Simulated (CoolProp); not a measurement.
Octamethyltrisiloxane (MDM) along the isobar 21.1 bar: fugacity coefficient from the reference equation and from simpler models built on Tc = 565.4 K, pc = 14.38 bar, ω = 0.528; each cubic takes its own stable root.

Values from CoolProp's reference Helmholtz-energy equation of state, Thol 2017.

```csv
T (K),phase,reference,van der Waals,Redlich-Kwong,Peng-Robinson
209,liquid,3.485e-8,(withheld),1.069e-5,9.120e-8
221.2,liquid,2.061e-7,0.004948,(withheld),4.512e-7
233.4,liquid,9.767e-7,0.007524,9.839e-5,1.845e-6
245.6,liquid,3.845e-6,0.01096,0.0002424,6.428e-6
257.8,liquid,1.293e-5,0.01541,0.0005360,(withheld)
270,liquid,3.803e-5,(withheld),0.001081,5.280e-5
282.2,liquid,(withheld),(withheld),0.002018,0.0001290
294.4,liquid,0.0002362,0.03593,0.003525,0.0002887
306.6,liquid,0.0005131,0.04548,0.005813,0.0005983
318.8,liquid,0.001033,0.05650,0.009122,0.001159
331,liquid,0.001946,0.06902,0.01371,0.002116
343.2,liquid,0.003456,0.08306,0.01982,0.003663
355.4,liquid,0.005825,0.09863,0.02773,0.006051
367.6,liquid,0.009370,0.1157,0.03766,0.009583
```

Task: Some entries are withheld; supply them.

Result: 
- 209, van der Waals: 0.003096
- 221.2, Redlich-Kwong: 3.507e-5
- 257.8, Peng-Robinson: 1.953e-5
- 270, van der Waals: 0.02097
- 282.2, reference: 9.963e-5
- 282.2, van der Waals: 0.02778
